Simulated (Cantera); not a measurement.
A Cantera script and its output.

```python
import numpy as np
import cantera as ct

gas = ct.Solution("gri30.yaml")
gas.TPX = 925, 49000, {'H2': 0.93, 'O2': 1, 'N2': 18}
reactor = ct.IdealGasConstPressureReactor(gas, energy="off", clone=False)
net = ct.ReactorNet([reactor])
net.rtol, net.atol = 1e-08, 1e-18
show = ['H2', 'O2', 'NO', 'H', 'H2O', 'O', 'OH']
times = np.geomspace(2e-05, 300, 13)

steps = ct.SolutionArray(gas, extra=["t"])
rows = []
print(f"{'t/s':>10s}{'T/K':>9s}{'P/Pa':>11s}" + "".join(f"{s:>11s}" for s in show))
for t in times:
    while net.time < t:
        t_next = net.step()
        steps.append(gas.state, t=t_next)
    rows.append([np.interp(t, steps.t, y) for y in (steps.T, steps.P, *steps(*show).X.T)])
    print(f"{t:10.3e}{rows[-1][0]:9.1f}{rows[-1][1]:11.4g}" + "".join(f"{x:11.3e}" for x in rows[-1][2:]))
rate = np.gradient(steps.T, steps.t)
print("integrator steps:", len(steps.t))
if steps.T.max() > steps.T[0] + 200:
    print(f"time of steepest temperature rise: {steps.t[rate.argmax()]:.4e} s")
gas.TPX = 925, 49000, {'H2': 0.93, 'O2': 1, 'N2': 18}
gas.equilibrate("TP")
print(f"equilibrium (TP): T = {gas.T:.1f} K  " + "  ".join(f"{s} {gas[s].X[0]:.3e}" for s in show))
```

It prints:

```
       t/s      T/K       P/Pa         H2         O2         NO          H        H2O          O         OH
 2.000e-05    925.0    4.9e+04  4.666e-02  5.018e-02  9.675e-28  1.637e-12  1.197e-13  1.073e-13  4.799e-14
 7.926e-05    925.0    4.9e+04  4.666e-02  5.018e-02  5.631e-26  6.364e-12  2.911e-12  9.158e-13  2.781e-13
 3.141e-04    925.0    4.9e+04  4.666e-02  5.018e-02  3.975e-24  3.797e-11  7.201e-11  6.987e-12  1.911e-12
 1.245e-03    925.0    4.9e+04  4.666e-02  5.018e-02  8.595e-21  1.529e-09  6.261e-09  2.936e-10  7.902e-11
 4.932e-03    925.0    4.9e+04  2.155e-02  3.808e-02  4.292e-08  1.406e-03  2.484e-02  2.752e-04  1.991e-04
 1.955e-02    925.0    4.9e+04  2.941e-03  2.890e-02  6.452e-08  2.110e-06  4.475e-02  2.437e-06  1.941e-06
 7.746e-02    925.0    4.9e+04  2.409e-03  2.864e-02  4.587e-08  3.548e-07  4.529e-02  4.748e-07  3.793e-07
 3.070e-01    925.0    4.9e+04  1.436e-03  2.817e-02  3.764e-08  1.690e-07  4.629e-02  3.117e-07  2.901e-07
 1.216e+00    925.0    4.9e+04  3.995e-04  2.767e-02  2.161e-08  2.863e-08  4.736e-02  1.111e-07  1.617e-07
 4.821e+00    925.0    4.9e+04  4.788e-05  2.751e-02  6.835e-09  1.165e-09  4.773e-02  9.770e-09  5.267e-08
 1.910e+01    925.0    4.9e+04  6.174e-06  2.749e-02  2.181e-09  3.447e-11  4.777e-02  3.627e-10  1.166e-08
 7.570e+01    925.0    4.9e+04  8.018e-07  2.749e-02  2.064e-09  1.565e-12  4.778e-02  1.730e-11  3.633e-09
 3.000e+02    925.0    4.9e+04  2.435e-08  2.749e-02  1.207e-08  3.621e-14  4.778e-02  5.157e-13  2.123e-09
integrator steps: 2108
equilibrium (TP): T = 925.0 K  H2 3.238e-12  O2 2.748e-02  NO 5.056e-06  H 6.738e-16  H2O 4.778e-02  O 3.193e-12  OH 1.176e-08
```

Detailed kinetics in Cantera: GRI-Mech 3.0 (53 species, 325 reactions). Below about 950 K walls govern HO2 and H2O2 in real vessels. The temperature is held fixed by assumption; the heat of reaction is taken as removed at once.
